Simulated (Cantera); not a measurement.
# Cu + NH₃ + H₂ (metals in furnace atmospheres)

Feed: 1 mol Cu, 2.5 mol NH₃, 210 mol H₂, held at 1275 K and 975 Torr.

Equilibrium computed with Cantera from the NASA thermochemical tables; the gas is ideal and each condensed phase is pure. Candidate condensed phases: Cu; 11 gas species. Equilibrium is a limit: real reactors are often held back by kinetics, nucleation or transport.

| Item | Result |
|---|---|
| x(H₂) | 0.994 |
| x(N₂) | 0.00581 |
| x(NH₃) | 1.35e-5 |
| n(Cu(s)) | 1.000 mol |
| gas amount | 215.0 mol |
